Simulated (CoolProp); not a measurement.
A Linde-Hampson liquefier for CF4 (R14): isothermal reversible compression at 250 K from 1 atm to 15 MPa, throttling to 1 atm, return gas leaving the recuperator 2 K below the feed. Each further row changes one setting.

The numbers come from the reference Helmholtz-energy equation of state, Platzer 1990 in CoolProp. This equation is an older, rougher fit; its heat capacities, sound speeds and derivatives of the liquid may be far off and weren't checked against measurements.

```json
[
 {"case": "as stated", "liquid yield per pass": "0.421", "compression work (kJ/kg of gas)": "95.7"},
 {"case": "high pressure 30 MPa", "liquid yield per pass": "0.432", "compression work (kJ/kg of gas)": "109"},
 {"case": "warm-end temperature 280 K", "liquid yield per pass": "0.304", "compression work (kJ/kg of gas)": "116"},
 {"case": "warm-end gap 7 K", "liquid yield per pass": "0.412", "compression work (kJ/kg of gas)": "95.7"}
]
```
